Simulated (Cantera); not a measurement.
Input (Python, Cantera) and output of one run.

```python
import numpy as np
import cantera as ct

gas_names = """
    NO O N2 SO3 NO2 S2
""".split()
cond_names = """

""".split()


# ... load() reads the species with a 1 bar reference pressure and builds the phases ...
species = {s.name: s for s in load("nasa_gas.yaml", gas_names) + load("nasa_condensed.yaml", cond_names)}
# Each term lists the table entries of one substance; the one whose range holds T is used.
reactions = {
    '2 NO(g) = 2 O(g) + N2(g)':
        [(-2, ['NO']), (2, ['O']), (1, ['N2'])],
    '3 N2(g) + 4 SO3(g) = 6 NO2(g) + 2 S2(g)':
        [(-3, ['N2']), (-4, ['SO3']), (6, ['NO2']), (2, ['S2'])],
}


def pick(names, T):
    return next(species[n] for n in names if species[n].thermo.min_temp <= T <= species[n].thermo.max_temp)


results = []
for label, terms in reactions.items():
    print(label)
    print("     T/K   dH/kJ  dS/(J/K)   dG/kJ   log10 K")
    for T in [498, 573, 648, 723, 798, 873, 948, 1023, 1098, 1173]:
        used = [(nu, pick(names, T)) for nu, names in terms]
        dH = sum(nu * s.thermo.h(T) for nu, s in used) / 1e6
        dS = sum(nu * s.thermo.s(T) for nu, s in used) / 1e3
        dG = dH - T * dS / 1e3
        logK = -dG * 1e6 / (ct.gas_constant * T * np.log(10))
        results.append((label, T, dH, dS, dG, logK, [s.name for _, s in used]))
        print(f"{T:8g} {dH:8.1f} {dS:8.1f} {dG:8.1f} {logK:8.2f}")
```

It prints:

```
2 NO(g) = 2 O(g) + N2(g)
     T/K   dH/kJ  dS/(J/K)   dG/kJ   log10 K
     498    318.3     98.6    269.2   -28.23
     573    319.1    100.1    261.7   -23.86
     648    319.8    101.3    254.2   -20.49
     723    320.5    102.2    246.5   -17.81
     798    321.1    103.1    238.8   -15.63
     873    321.6    103.7    231.1   -13.83
     948    322.2    104.3    223.3   -12.30
    1023    322.7    104.8    215.4   -11.00
    1098    323.1    105.3    207.6    -9.87
    1173    323.6    105.7    199.6    -8.89
3 N2(g) + 4 SO3(g) = 6 NO2(g) + 2 S2(g)
     T/K   dH/kJ  dS/(J/K)   dG/kJ   log10 K
     498   2043.6    292.3   1898.0  -199.08
     573   2042.9    291.0   1876.1  -171.03
     648   2042.1    289.8   1854.4  -149.48
     723   2041.4    288.7   1832.7  -132.40
     798   2040.7    287.7   1811.1  -118.54
     873   2039.9    286.8   1789.5  -107.07
     948   2039.1    286.0   1768.0   -97.42
    1023   2038.4    285.2   1746.6   -89.18
    1098   2037.7    284.6   1725.2   -82.07
    1173   2037.0    284.0   1703.9   -75.88
```

Source: NASA polynomial tables (part measured, part estimated), evaluated in Cantera. Condensed species are held in their standard states even where they would react or evaporate.
